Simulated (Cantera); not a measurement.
Input: 1 mol NiS, 1600 mol H2, 0.57 mol N2, held at 0.330 Torr.

Cantera equilibrium calculation (NASA polynomials, part measured and part estimated; ideal gas, pure solids and liquids). Candidate condensed phases: Ni, NiS, NiS2, Ni3S2, Ni3S4, S; 17 gas species. The numbers say what is thermodynamically allowed, not how fast it happens. All values below are at 1775 °C.

Base state: H2 0.897, H 0.101, Ni 0.000592, S 0.000414, N2 0.000338, SH 0.000151, H2S 1.96e-5 (mole fractions); condensed: gas only.

What changes in the equilibrium state with this change: H2 from 1600 to 1.8 mol?


| species | before | after |
|---|---|---|
| H2 | 0.897 | 0.398 |
| Ni | 0.000592 | 0.230 |
| N2 | 0.000338 | 0.139 |
| NiS | 2.56e-7 | 0.0139 |
| S2 | 4.03e-6 | 0.0786 |
| S | 0.000414 | 0.0578 |
| SH | 0.000151 | 0.0140 |
| H | 0.101 | 0.0673 |
| H2S | 1.96e-5 | 0.00122 |

What changes in the equilibrium state with this change: pressure from 0.330 Torr to 10.0 Torr?


```csv
species,before,after
H2,0.897,0.979
H,0.101,0.0192
Ni,0.000592,0.000616
S,0.000414,0.000127
H2S,1.96e-5,0.000199
S2,4.03e-6,1.15e-5
SH,0.000151,0.000266
N2,0.000338,0.000352
```
